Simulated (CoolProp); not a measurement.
The fluid at 293.15 K and 7.45 MPa is throttled through a valve to 3.97 MPa with no heat exchange. The same conditions are run with several fluids, on thermodynamics alone (safety and materials aside).

The numbers come from the reference Helmholtz-energy equation of state of each fluid (nitrogen: Span 2000; fluorine: de Reuck 1990; oxygen: Schmidt 1985; CF4 (R14): Platzer 1990; ethylene: Smukala 2000) in CoolProp. The equations of Platzer and Polt are older, rougher fits.

| fluid | temperature change (K) | final phase | final density (kg/m³) |
|---|---|---|---|
| nitrogen | … | supercritical | 47.0 |
| fluorine | -6.2 | gas | 64.5 |
| oxygen | … | gas | … |
| CF4 (R14) | -20.0 | supercritical | … |
| ethylene | -21.4 | two-phase, vapour fraction 0.377 | 171 |

Some entries are withheld; supply them.


- nitrogen, temperature change (K): -6.4
- oxygen, temperature change (K): -8.7
- oxygen, final density (kg/m³): 55.4
- CF4 (R14), final density (kg/m³): 195
